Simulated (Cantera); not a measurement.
Cantera run:

```python
import numpy as np
import cantera as ct

gas_names = """
    CO Mg
""".split()
cond_names = """
    MgO(s) MgO(L) C(gr)
""".split()


# ... load() reads the species with a 1 bar reference pressure and builds the phases ...
species = {s.name: s for s in load("nasa_gas.yaml", gas_names) + load("nasa_condensed.yaml", cond_names)}
# Each term lists the table entries of one substance; the one whose range holds T is used.
reactions = {
    'CO(g) + Mg(g) = MgO + C':
        [(-1, ['CO']), (-1, ['Mg']), (1, ['MgO(s)', 'MgO(L)']), (1, ['C(gr)'])],
}


def pick(names, T):
    return next(species[n] for n in names if species[n].thermo.min_temp <= T <= species[n].thermo.max_temp)


results = []
for label, terms in reactions.items():
    print(label)
    print("     T/K   dH/kJ  dS/(J/K)   dG/kJ   log10 K")
    for T in [925, 950, 975, 1000, 1025, 1050, 1075, 1100, 1125, 1150, 1175]:
        used = [(nu, pick(names, T)) for nu, names in terms]
        dH = sum(nu * s.thermo.h(T) for nu, s in used) / 1e6
        dS = sum(nu * s.thermo.s(T) for nu, s in used) / 1e3
        dG = dH - T * dS / 1e3
        logK = -dG * 1e6 / (ct.gas_constant * T * np.log(10))
        results.append((label, T, dH, dS, dG, logK, [s.name for _, s in used]))
        print(f"{T:8g} {dH:8.1f} {dS:8.1f} {dG:8.1f} {logK:8.2f}")
```

Output:

```
CO(g) + Mg(g) = MgO + C
     T/K   dH/kJ  dS/(J/K)   dG/kJ   log10 K
     925   -630.7   -303.1   -350.4    19.78
     950   -630.2   -302.6   -342.8    18.85
     975   -629.8   -302.1   -335.2    17.96
    1000   -629.3   -301.6   -327.7    17.12
    1025   -628.8   -301.2   -320.1    16.31
    1050   -628.4   -300.7   -312.6    15.55
    1075   -627.9   -300.2   -305.1    14.82
    1100   -627.4   -299.8   -297.6    14.13
    1125   -626.9   -299.4   -290.1    13.47
    1150   -626.4   -298.9   -282.6    12.84
    1175   -625.9   -298.5   -275.2    12.23
```

Source: NASA polynomial tables (part measured, part estimated), evaluated in Cantera. Condensed species are held in their standard states even where they would react or evaporate.
